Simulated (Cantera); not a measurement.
A closed system holds: 1 mol BN, 3.4 mol Cl2, equilibrated at 1125 K and 1.00 bar.

Method: chemical equilibrium by Gibbs-energy minimisation in Cantera with the NASA 1993 tables (ideal gas, pure condensed phases). Candidate condensed phases: B, BN; 10 gas species. Rates play no part.

Q: What is the equilibrium state?

A: 
```json
{
  "x(Cl2)": "0.558",
  "x(BCl3)": "0.294",
  "x(N2)": "0.147",
  "x(Cl)": "0.00153",
  "gas_amount": "3.403 mol",
  "log10 activity of B(s) (absent)": "-16.22"
}
```
